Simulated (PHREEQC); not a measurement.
Make-up at 46 °C: 0.55 mol/kgw HF, 0.0015 mol/kgw (CH3)4NF, 5.7e-05 mol/kgw H4SiO4 and 0.096 mol/kgw HCl. Closed to the air; pH follows from the charge balance.

Model: ion-association model, phreeqc.dat, run in PHREEQC.

Precipitation was switched off in this run.

Q: Predict the pH, activity of water.

A: pH 1.06; activity of water 0.987.

Q: In which forms is F present?

A: HF 96 %, HF2- 3.1 %, F- 0.7 % of the F.

(CH3)4N+ isn't in the database: it is added as a free cation with an ion size of 4 Å. Constants without temperature data keep their 25 °C values here. SiF6-2 is the database's only silicon fluoride.
